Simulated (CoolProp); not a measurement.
R22 along the isobar 1.52 MPa: Z from the reference equation and from simpler models built on Tc = 96.1 °C, pc = 4.990 MPa, ω = 0.221; each cubic takes its own stable root.

Model: reference Helmholtz-energy equation of state, Kamei 1995, in CoolProp.

```
T (°C)  phase  reference
------  -----  ---------
60.05     gas     0.8278
76.75     gas     0.8593
93.45     gas     0.8829
110.15    gas     0.9014
126.75    gas     0.9161
143.45    gas     0.9281
160.15    gas     0.9381
176.85    gas     0.9465
193.45    gas     0.9535
210.15    gas     0.9596
226.85    gas     0.9648
```

### Question
How far does each simpler model (Soave-Redlich-Kwong, Peng-Robinson) lie from the reference over these 11 states: mean and median of the absolute difference, and the worst?

### Answer
- Soave-Redlich-Kwong: mean 0.3 %, median 0.1 %, worst +1.0 % at 60.05 °C and 1.52 MPa
- Peng-Robinson: mean 0.8 %, median 0.9 %, worst -1.1 % at 110.15 °C and 1.52 MPa
